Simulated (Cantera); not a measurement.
An adiabatic, constant-pressure homogeneous reactor starts with 18.1 % CO, 4.89 % H2, 16.2 % O2, 60.8 % N2, equivalence ratio 0.71, at 1500 K and 1.00 bar.

Model: GRI-Mech 3.0 (53 species, 325 reactions), integrated in Cantera.

x: mole fraction; the columns are a selection and need not sum to one.

| t (s) | T (K) | x CO | x H2 | x O2 | x H2O2 | x O | x HO2 | x N2O |
|---|---|---|---|---|---|---|---|---|
| 2.00e-6 | 1500 | 0.181 | 0.0489 | 0.162 | 2.21e-10 | 1.63e-7 | 9.81e-8 | <1e-12 |
| 4.69e-6 | 1500 | 0.181 | 0.0489 | 0.162 | ? | ? | ? | 1.64e-12 |
| 1.10e-5 | 1500 | 0.181 | 0.0487 | 0.162 | 1.41e-8 | 4.43e-5 | 3.54e-6 | 7.33e-11 |
| 2.57e-5 | 1585 | 0.160 | 0.00614 | 0.122 | 1.02e-6 | 0.0236 | 2.86e-5 | 8.61e-8 |
| 6.02e-5 | 1928 | 0.0963 | 0.00537 | 0.0833 | 2.50e-7 | 0.0385 | 1.18e-5 | 2.06e-7 |
| 0.000141 | 2233 | 0.0831 | 0.00468 | 0.0796 | 1.02e-7 | 0.0266 | 6.17e-6 | 2.56e-7 |
| 0.000331 | 2486 | 0.0687 | 0.00342 | 0.0759 | 6.84e-8 | 0.0162 | 4.33e-6 | 3.77e-7 |
| 0.000775 | 2655 | 0.0551 | 0.00250 | 0.0710 | 9.92e-8 | 0.0103 | 5.81e-6 | 6.06e-7 |
| 0.00181 | 2685 | 0.0518 | 0.00231 | 0.0681 | 1.15e-7 | 0.00897 | 6.32e-6 | 6.94e-7 |
| 0.00425 | 2680 | 0.0515 | 0.00231 | 0.0654 | 1.13e-7 | 0.00855 | 6.09e-6 | 7.41e-7 |
| 0.00996 | 2677 | 0.0513 | 0.00231 | 0.0638 | 1.11e-7 | 0.00831 | 5.94e-6 | 7.80e-7 |
| 0.0233 | 2676 | 0.0512 | 0.00231 | 0.0636 | 1.11e-7 | 0.00828 | 5.92e-6 | 7.86e-7 |
| 0.0547 | 2676 | 0.0512 | 0.00231 | 0.0636 | 1.11e-7 | 0.00828 | 5.92e-6 | 7.86e-7 |
| 0.128 | 2676 | 0.0512 | 0.00231 | 0.0636 | 1.11e-7 | 0.00828 | 5.92e-6 | 7.86e-7 |
| 0.300 | 2676 | 0.0512 | 0.00231 | 0.0636 | 1.11e-7 | 0.00828 | 5.92e-6 | 7.86e-7 |

Some entries are withheld; supply them.


- 4.69e-6, x H2O2: 1.10e-9
- 4.69e-6, x O: 9.90e-7
- 4.69e-6, x HO2: 2.57e-7
